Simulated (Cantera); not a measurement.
Source: NASA polynomial tables (part measured, part estimated), evaluated in Cantera. Values are per mole of reaction as written; species without (g) are pure solids or liquids, kept so even where they would boil at 1 bar.

6 H2S(g) + 2 N2(g) + 3 Ni3S4 ⇌ 9 NiS2 + 4 NH3(g)

```json
[
 {"T (K)": "300", "ΔH° (kJ)": "-339.8", "ΔS° (J/K)": "-758.4", "ΔG° (kJ)": "-112.3", "log10 K": "19.55"},
 {"T (K)": "350", "ΔH° (kJ)": "-339.0", "ΔS° (J/K)": "-756.1", "ΔG° (kJ)": "-74.4", "log10 K": "11.10"},
 {"T (K)": "375", "ΔH° (kJ)": "…", "ΔS° (J/K)": "…", "ΔG° (kJ)": "…", "log10 K": "…"},
 {"T (K)": "400", "ΔH° (kJ)": "-338.8", "ΔS° (J/K)": "-755.6", "ΔG° (kJ)": "-36.6", "log10 K": "4.78"},
 {"T (K)": "425", "ΔH° (kJ)": "-338.9", "ΔS° (J/K)": "-755.8", "ΔG° (kJ)": "-17.7", "log10 K": "2.18"},
 {"T (K)": "450", "ΔH° (kJ)": "…", "ΔS° (J/K)": "…", "ΔG° (kJ)": "…", "log10 K": "…"},
 {"T (K)": "475", "ΔH° (kJ)": "-339.5", "ΔS° (J/K)": "-757.1", "ΔG° (kJ)": "20.1", "log10 K": "-2.21"},
 {"T (K)": "500", "ΔH° (kJ)": "-340.0", "ΔS° (J/K)": "-758.1", "ΔG° (kJ)": "39.0", "log10 K": "-4.08"},
 {"T (K)": "525", "ΔH° (kJ)": "-340.7", "ΔS° (J/K)": "-759.4", "ΔG° (kJ)": "58.0", "log10 K": "-5.77"},
 {"T (K)": "550", "ΔH° (kJ)": "-341.4", "ΔS° (J/K)": "-760.8", "ΔG° (kJ)": "77.0", "log10 K": "-7.31"},
 {"T (K)": "575", "ΔH° (kJ)": "-342.4", "ΔS° (J/K)": "-762.4", "ΔG° (kJ)": "96.0", "log10 K": "-8.72"},
 {"T (K)": "600", "ΔH° (kJ)": "…", "ΔS° (J/K)": "…", "ΔG° (kJ)": "…", "log10 K": "…"}
]
```

Task: Fill in the missing entries.

Result: 
- 375, ΔH° (kJ): -338.9
- 375, ΔS° (J/K): -755.7
- 375, ΔG° (kJ): -55.5
- 375, log10 K: 7.73
- 450, ΔH° (kJ): -339.2
- 450, ΔS° (J/K): -756.3
- 450, ΔG° (kJ): 1.2
- 450, log10 K: -0.14
- 600, ΔH° (kJ): -343.4
- 600, ΔS° (J/K): -764.2
- 600, ΔG° (kJ): 115.1
- 600, log10 K: -10.02
